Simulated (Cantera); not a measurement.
**Aluminium and copper etching: Al + HCl**

Charge: 1 mol Al, a varied amount of HCl, held at 500 K and 0.0240 bar.

Cantera equilibrium calculation (NASA polynomials, part measured and part estimated; ideal gas, pure solids and liquids). Candidate condensed phases: Al, AlCl3; 12 gas species. Rates play no part.

From 1.8 mol HCl to 2.5 mol HCl the condensed part is Al(s). From 3.7 mol HCl to 16 mol HCl nothing is condensed. The main Al-bearing gas is Al2Cl6 throughout.

```csv
n(HCl) (mol),x HCl,x H2,x Al2Cl6,x AlCl3,x AlCl2,n Al(s)
1.8,1.37e-10,0.747,0.245,0.00737,2.16e-9,0.400
2.5,1.37e-10,0.747,0.245,0.00737,2.16e-9,0.167
3.7,0.258,0.554,0.181,0.00634,<1e-12,0
5.3,0.534,0.348,0.113,0.00501,<1e-12,0
7.6,0.696,0.227,0.0736,0.00404,<1e-12,0
11,0.799,0.150,0.0483,0.00327,<1e-12,0
16,0.866,0.0999,0.0320,0.00266,<1e-12,0
```
x: gas mole fraction; n: condensed amount in mol.
